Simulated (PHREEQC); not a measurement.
A made-up water analysis in mg/L, 55 °C, pH 2.44, pe 12.2:

```tsv
constituent	mg/L
Na	88.4
K	278
Ca	70.1
Mg	33.7
Cl	19.7
S(6) as SO4	1290
Al	39.3
Zn	0.597
Fe(3)	0.575
```

Na is adjusted to close the charge balance.
Valence states are taken as typed.

Computed with PHREEQC (ion-association model, phreeqc.dat).

| Quantity | Result |
|---|---|
| ionic strength | 0.0285 mol/kgw |
| total alkalinity | -7.45 meq/kg |

```tsv
species	molality	activity	log γ
SO4-2	0.00724	0.00375	-0.286
K+	0.00684	0.00574	-0.076
H+	0.00417	0.00363	-0.061
HSO4-	0.00324	0.00273	-0.073
Na+	0.00215	0.00183	-0.072
Ca+2	0.00121	0.000635	-0.280
AlSO4+	0.00111	0.000940	-0.073
Mg+2	0.000716	0.000382	-0.273
MgSO4	0.000673	0.000677	0.003
Cl-	0.000557	0.000468	-0.075
```

Precipitation was switched off in this run. Saturation is exceeded, for instance for Hematite (slow to form), Goethite (slow to form); the values hold only as long as no solid forms. Species that the database lacks are ignored. Constants without temperature data keep their 25 °C values here.
